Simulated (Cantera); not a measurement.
Input (Python, Cantera) and output of one run.

```python
import numpy as np
import cantera as ct

gas_names = """
    H H2 N NH NH2 NH3 N2 N2H2 N2H4 Si SiH SiH2 SiH3 SiH4 SiN Si2 Si2N Si3
""".split()
cond_names = """
    Si(cr) Si(L) Si3N4(a)
""".split()


def load(file, names, dense=False):
    # The tables refer to 1 bar. Condensed volumes are neglected.
    table = {s.name: s for s in ct.Species.list_from_file(file)}
    out = []
    for n in names:
        d = dict(table[n].input_data)
        d["thermo"] = dict(d["thermo"], **{"reference-pressure": 1e5})
        if dense:
            d["equation-of-state"] = {"model": "constant-volume", "density": "1e6 g/cm^3"}
        out.append(ct.Species.from_dict(d))
    return out


gas = ct.Solution(thermo="ideal-gas", species=load("nasa_gas.yaml", gas_names))
cond = {s.name: ct.Solution(thermo="fixed-stoichiometry", species=[s], name=s.name)
        for s in load("nasa_condensed.yaml", cond_names, dense=True)}
atoms = {
    'trisilylamine': {'Si': 3, 'N': 1, 'H': 9},
    'N2': {'N': 2},
    'H2': {'H': 2},
}
top_T = {'Si3N4(a)': 2400}  # K; cautious upper limits of use, not melting points


def equilibrate(T, P, feed):
    n = {}
    for name, mol in feed.items():
        for a, k in atoms[name].items():
            n[a] = n.get(a, 0.0) + k * mol
    gas.TPX = T, P, n
    mass = sum(n.values()) * gas.mean_molecular_weight
    gas.equilibrate("TP")
    valid = [c for c in cond.values() if c.min_temp <= T <= top_T.get(c.name, c.max_temp)]
    mix = ct.Mixture([(gas, mass / gas.mean_molecular_weight)] + [(c, 0.0) for c in valid])
    mix.T, mix.P = T, P
    mix.equilibrate("TP", solver="vcs", rtol=1e-11, max_steps=5000)
    return mix


results = []
feed = {'trisilylamine': 1, 'N2': 0.24, 'H2': 3.6}  # mol
T = 2023  # K
P = 100000  # Pa
mix = equilibrate(T, P, feed)
results.append((T, P, feed, dict(zip(mix.species_names, mix.species_moles))))
x = sorted(zip(gas.X, gas.species_names), reverse=True)
print(f"T = {T:g} K  P = {P:g} Pa  gas = {mix.phase_moles(0):.4g} mol")
print("   x: " + "  ".join(f"{s} {v:.3e}" for v, s in x if v > 1e-05))
print("   condensed (mol): " + ("  ".join(f"{mix.phase(i).name} {mix.phase_moles(i):.4g}"
      for i in range(1, mix.n_phases) if mix.phase_moles(i) > 1e-12) or "none"))
```

Result:

```
T = 2023 K  P = 100000 Pa  gas = 8.849 mol
   x: H2 9.143e-01  N2 8.362e-02  H 1.816e-03  SiH2 1.105e-04  Si 5.689e-05  SiH 3.499e-05
   condensed (mol): Si(L) 2.998
```

Cantera equilibrium calculation (NASA polynomials, part measured and part estimated; ideal gas, pure solids and liquids). The feed counts by its element totals alone. Gases not in the tables: Si2H6 and higher silanes.
